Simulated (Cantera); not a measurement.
Predominance diagram of Ca at 625 K against the partial pressures of O2 and Cl2 (log10, bar). Source: NASA polynomial tables (part measured, part estimated), evaluated in Cantera. Candidates: Ca(s), CaCl2(s), CaO(s). Only these pure phases compete in this equilibrium. Not in the tables: oxide halides.

**Question.** Which phase is stable at these pairs, and which metal-bearing vapour leads over it? (-4.3, -39.3); (-8.6, -6.6); (-15.7, -59); (-17.1, -32.8); (-2.9, -32.8); (-14.3, 0); (-14.3, -52.4)

**Answer.** 
| log p(O2) | log p(Cl2) | phase | chief vapour | log p (bar) |
|---|---|---|---|---|
| -4.3 | -39.3 | CaO(s) | CaCl2 | -44.0 |
| -8.6 | -6.6 | CaCl2(s) | CaCl2 | -17.6 |
| -15.7 | -59 | CaO(s) | CaO | -47.4 |
| -17.1 | -32.8 | CaO(s) | CaCl2 | -31.1 |
| -2.9 | -32.8 | CaO(s) | CaCl2 | -38.2 |
| -14.3 | 0 | CaCl2(s) | CaCl2 | -17.6 |
| -14.3 | -52.4 | CaO(s) | CaO | -47.4 |
